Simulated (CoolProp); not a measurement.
Computed with CoolProp (reference Helmholtz-energy equation of state, Bücker 2006).

Problem. For n-butane, give the phase and the expansivity (1/kK), conductivity (mW/(m K)), fugacity coefficient at -52.75 °C and 0.259 MPa.

Solution. 
- -52.75 °C and 0.259 MPa: liquid; expansivity 1.48, conductivity 140, fugacity coefficient 0.0311

Thermal conductivity comes from a separate model (Perkins 2002).
